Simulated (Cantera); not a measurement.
An adiabatic, constant-volume homogeneous reactor starts with CH3OH : O2 : N2 = 1 : 0.833 : 6.42 (molar parts), at 1098 K and 750 Torr. Integrator tolerance rtol = 1e-08.

Model: GRI-Mech 3.0 (53 species, 325 reactions), integrated in Cantera. GRI-Mech 3.0 was tuned for natural gas; its chemistry of methanol as a main component is partial and can be far from experiment.

**Question.** What does this change do: N2 6.42 to 13 parts?

**Answer.** 
| quantity | before | after |
|---|---|---|
| time of steepest temperature rise | 61.9 ms | 76.0 ms |
| temperature at 0.800 s | 2269 K | 1842 K |
| equilibrium temperature | 2269 K | 1842 K |
| x(CH3OH) at 0.800 s | <1e-12 (gas-phase equilibrium <1e-12) | <1e-12 (gas-phase equilibrium <1e-12) |
| x(O2) at 0.800 s | 6.34e-6 (gas-phase equilibrium 6.34e-6) | 1.40e-8 (gas-phase equilibrium 1.40e-8) |
| x(HCO) at 0.800 s | 5.08e-8 (gas-phase equilibrium 5.08e-8) | 3.07e-9 (gas-phase equilibrium 3.07e-9) |
| x(N2O) at 0.800 s | 5.97e-9 (gas-phase equilibrium 5.97e-9) | 1.32e-10 (gas-phase equilibrium 9.82e-11) |
| x(CO2) at 0.800 s | 0.0305 (gas-phase equilibrium 0.0305) | 0.0209 (gas-phase equilibrium 0.0209) |
| x(CH2O) at 0.800 s | 4.69e-9 (gas-phase equilibrium 4.69e-9) | 1.30e-9 (gas-phase equilibrium 1.30e-9) |
